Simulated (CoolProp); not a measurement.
R1233zd(E) along the isobar 2.21 MPa: Z from the reference equation and from simpler models built on Tc = 165.7 °C, pc = 3.583 MPa, ω = 0.304; each cubic takes its own stable root.

The numbers come from the reference Helmholtz-energy equation of state, Akasaka 2022 in CoolProp.

```csv
T (°C),phase,reference,van der Waals,Redlich-Kwong
7.75,liquid,0.09434,0.1585,0.1089
26.55,liquid,0.09146,0.1533,0.1060
45.35,liquid,0.08931,0.1495,0.1042
64.15,liquid,0.08789,0.1472,0.1035
82.95,liquid,0.08730,0.1466,0.1042
101.75,liquid,0.08777,0.1485,0.1067
120.45,liquid,0.08990,0.6592,0.1127
139.25,gas,0.6213,0.7189,0.6682
158.05,gas,0.7105,0.7607,0.7288
176.85,gas,0.7660,0.7925,0.7718
```

At some of these states van der Waals gives the other phase, because its saturation line lies elsewhere.
